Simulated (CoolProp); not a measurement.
Sulfur dioxide along the isobar 10.9 MPa: fugacity coefficient from the reference equation and from simpler models built on Tc = 157.5 °C, pc = 7.887 MPa, ω = 0.256; each cubic takes its own stable root.

The numbers come from the reference Helmholtz-energy equation of state, Gao 2016 in CoolProp.

```
T (°C)   phase  reference  van der Waals  Redlich-Kwong
------  ------  ---------  -------------  -------------
-51.45  liquid   0.001217        0.03475       0.003178
-47.45  liquid   0.001576        0.03867       0.003995
-43.45  liquid   0.002018        0.04286       0.004970
-39.45  liquid   0.002558        0.04733       0.006123
-35.45  liquid   0.003212        0.05208       0.007474
-31.45  liquid   0.003995        0.05713       0.009045
-27.45  liquid   0.004926        0.06246        0.01086
-23.45  liquid   0.006025        0.06809        0.01293
-19.45  liquid   0.007312        0.07401        0.01529
-15.45  liquid   0.008808        0.08022        0.01796
-11.45  liquid    0.01054        0.08673        0.02095
-7.45   liquid    0.01252        0.09354        0.02430
-3.45   liquid    0.01478         0.1006        0.02801
0.55    liquid    0.01734         0.1080        0.03211
4.55    liquid    0.02023         0.1157        0.03662
```
